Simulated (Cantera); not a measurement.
A closed system holds: 1 mol MgO, 1.8 mol Cl2, 2.9 mol O2, at 1400 Pa.

Equilibrium computed with Cantera from the NASA thermochemical tables; the gas is ideal and each condensed phase is pure. Candidate condensed phases: Mg, MgCl2, MgO; 11 gas species. Equilibrium is a limit: real reactors are often held back by kinetics, nucleation or transport.

Q: What share of the Mg ends up in condensed phases as a function of T (K), at 900, 950, 1000, 1050, 1100, 1150, 1200?

A: 
```json
[
 {"T (K)": "900", "Mg condensed (%)": "100.0", "as": "MgO(s)"},
 {"T (K)": "950", "Mg condensed (%)": "100.0", "as": "MgO(s)"},
 {"T (K)": "1000", "Mg condensed (%)": "99.9", "as": "MgO(s)"},
 {"T (K)": "1050", "Mg condensed (%)": "99.7", "as": "MgO(s)"},
 {"T (K)": "1100", "Mg condensed (%)": "99.0", "as": "MgO(s)"},
 {"T (K)": "1150", "Mg condensed (%)": "97.5", "as": "MgO(s)"},
 {"T (K)": "1200", "Mg condensed (%)": "94.1", "as": "MgO(s)"}
]
```
